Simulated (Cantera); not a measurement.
Mixture: CH4 : CO : O2 : N2 = 1 : 0.35 : 1.36 : 5.11 (molar parts), equivalence ratio 1.6, at 7500 Torr, adiabatic and at constant pressure. Ignition delay is the time to a rise of 400 K.

Cantera simulation using GRI-Mech 3.0 (53 species, 325 reactions); the numbers are that mechanism's predictions, not measurements.

Task: What does this change do: N2 5.11 to 9.2 parts?

Result: 
```tsv
quantity	before	after
delay at 1050 K	0.101 s	0.163 s
delay at 1200 K	9.73 ms	16.6 ms
delay at 1350 K	1.42 ms	2.48 ms
delay at 1500 K	0.270 ms	0.465 ms
apparent activation energy between 1425 and 1575 K	190 kJ/mol	200 kJ/mol
```
